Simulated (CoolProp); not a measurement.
Saturation properties of methanol.

Computed with CoolProp (reference Helmholtz-energy equation of state, de Reuck 1993).

| T (°C) | p (MPa) | vapour density (kg/m³) | surface tension (mN/m) | liquid conductivity (mW/(m K)) |
|---|---|---|---|---|
| 80.75 | 0.1860 | 2.178 | 17.4 | 189 |
| 87.35 | 0.2339 | 2.712 | 16.8 | 188 |
| 93.95 | 0.2914 | (withheld) | 16.2 | 187 |
| 100.55 | 0.3599 | 4.110 | 15.5 | 186 |
| 107.15 | 0.4409 | 5.009 | 14.9 | 184 |
| 113.75 | 0.5361 | 6.066 | 14.3 | 183 |
| 120.35 | 0.6471 | 7.307 | 13.6 | 182 |
| 126.95 | 0.7758 | 8.758 | 12.9 | 180 |
| 133.65 | 0.9266 | 10.48 | 12.2 | (withheld) |
| 140.25 | 1.097 | 12.46 | 11.5 | 178 |
| 146.85 | 1.291 | 14.76 | 10.8 | (withheld) |
| 153.45 | 1.512 | 17.44 | 10.0 | 175 |
| 160.05 | 1.762 | 20.55 | 9.29 | 174 |
| 166.65 | 2.042 | 24.16 | 8.53 | (withheld) |

Question: Some entries are withheld; supply them.

Answer: 
- 93.95, vapour density (kg/m³): 3.351
- 133.65, liquid conductivity (mW/(m K)): 179
- 146.85, liquid conductivity (mW/(m K)): 177
- 166.65, liquid conductivity (mW/(m K)): 173

It boils at 64.5 °C under 1 atm.

Thermal conductivity comes from a separate model (Sykioti 2013). Surface tension comes from a separate correlation (Mulero 2012).
